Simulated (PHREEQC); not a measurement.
**Buffer: an equilibrium model**

Consider water at 25 °C with 0.15 mol/kgw NaHSO4 and 0.00341 mol/kgw NaOH. Closed to the air; pH follows from the charge balance.

Computed with PHREEQC (ion-association model, phreeqc.dat).

This is a speciation only: nothing precipitates in the calculation.

Question: What pH, density, activity of water does the model give?

Answer: pH 1.33; density 1.011 g/cm³; activity of water 0.994.

Question: In which forms is Na present?

Answer: Na+ 93 %, NaSO4- 6.6 % of the Na.
